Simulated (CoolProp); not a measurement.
Vapour pressure (MPa) of dodecamethylpentasiloxane (MD3M): the reference equation beside estimates from Tc = 354.9 °C, pc = 0.9540 MPa, ω = 0.730.

The numbers come from the reference Helmholtz-energy equation of state, Thol 2019 in CoolProp.

```csv
T (°C),reference,Lee-Kesler,van der Waals,Redlich-Kwong,Soave-Redlich-Kwong
39.05,2.220e-5,2.750e-5,0.02549,0.001989,2.633e-5
43.95,3.292e-5,3.993e-5,0.02832,0.002466,3.836e-5
48.85,4.806e-5,5.717e-5,0.03137,0.003033,5.510e-5
53.65,6.864e-5,8.022e-5,0.03458,0.003686,7.755e-5
58.55,9.738e-5,0.0001120,0.03808,0.004466,0.0001086
63.45,0.0001363,0.0001544,0.04183,0.005371,0.0001501
68.35,0.0001884,0.0002105,0.04583,0.006418,0.0002052
73.15,0.0002557,0.0002822,0.05001,0.007593,0.0002757
78.05,0.0003452,0.0003767,0.05453,0.008962,0.0003688
82.95,0.0004610,0.0004979,0.05934,0.01052,0.0004885
87.75,0.0006059,0.0006483,0.06432,0.01224,0.0006372
92.65,0.0007928,0.0008412,0.06969,0.01421,0.0008283
```

Absolute difference from the reference over all 12 rows, mean and median: Lee-Kesler 13.5 and 12.5 %, van der Waals 39754.2 and 27407.8 %, Redlich-Kwong 4210.4 and 3573.6 %, Soave-Redlich-Kwong 10.3 and 9.5 %.
